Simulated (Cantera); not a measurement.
A perfectly stirred reactor is fed with CH2O : O2 : N2 : H2O = 0.018 : 0.019 : 1 : 0.097 (molar parts), at 1.00 bar; it is held at 1473 K, and followed from long to short residence time.

Model: GRI-Mech 3.0 (53 species, 325 reactions), integrated in Cantera.

x: mole fraction; the columns are a selection and need not sum to one.

| τ (s) | x CH2O | x O2 | x NO | x N2O | x CO |
|---|---|---|---|---|---|
| 4.0 | 2.12e-7 | 0.000986 | 1.69e-6 | 8.07e-8 | 8.16e-5 |
| 1.5 | 4.00e-7 | 0.00107 | 1.57e-6 | 8.71e-8 | 0.000141 |
| 0.58 | 7.21e-7 | 0.00120 | 1.38e-6 | 8.55e-8 | 0.000235 |
| 0.22 | … | … | 1.23e-6 | 8.05e-8 | … |
| 0.085 | … | … | 1.17e-6 | 7.54e-8 | … |
| 0.033 | 3.73e-6 | 0.00209 | 1.18e-6 | 7.14e-8 | 0.000956 |
| 0.013 | 6.27e-6 | 0.00264 | 1.22e-6 | 6.87e-8 | 0.00147 |
| 0.0048 | 1.12e-5 | 0.00345 | 1.21e-6 | 6.71e-8 | 0.00233 |
| 0.0018 | 2.10e-5 | 0.00453 | 1.05e-6 | 6.62e-8 | 0.00371 |
| 0.00070 | 4.31e-5 | 0.00594 | 7.14e-7 | 6.47e-8 | 0.00583 |
| 0.00027 | 0.000110 | 0.00786 | 3.05e-7 | 5.68e-8 | 0.00905 |

Problem. Complete the blanks.

Solution. 
- 0.22, x CH2O: 1.28e-6
- 0.22, x O2: 0.00140
- 0.22, x CO: 0.000385
- 0.085, x CH2O: 2.21e-6
- 0.085, x O2: 0.00168
- 0.085, x CO: 0.000612
